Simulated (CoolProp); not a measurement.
R123 at several states: Z from the reference equation and from simpler models built on Tc = 456.8 K, pc = 3.662 MPa, ω = 0.282; each cubic takes its own stable root.

Values from CoolProp's reference Helmholtz-energy equation of state, Younglove 1994. It is a modified Benedict-Webb-Rubin equation, recast in Helmholtz form.

| T (K) | p (MPa) | phase | reference | van der Waals | Redlich-Kwong | Soave-Redlich-Kwong | Peng-Robinson |
|---|---|---|---|---|---|---|---|
| 314.2 | 0.798 | liquid | 0.03280 | 0.05485 | 0.03768 | 0.03611 | 0.03192 |
| 218 | 0.0144 | liquid | 0.0007345 | 0.9937 | 0.0008350 | 0.0008172 | 0.0007271 |
| 246.1 | 0.21 | liquid | 0.009868 | 0.01660 | 0.01121 | 0.01090 | 0.009684 |
| 218.4 | 0.0137 | liquid | 0.0006979 | 0.9940 | 0.0007934 | 0.0007764 | 0.0006908 |
| 378.7 | 7.23 | liquid | 0.2756 | 0.4302 | 0.3148 | 0.3037 | 0.2692 |
| 225.3 | 1.41 | liquid | 0.07020 | 0.1180 | 0.07968 | 0.07791 | 0.06931 |

At some of these states van der Waals gives the other phase, because its saturation line lies elsewhere.
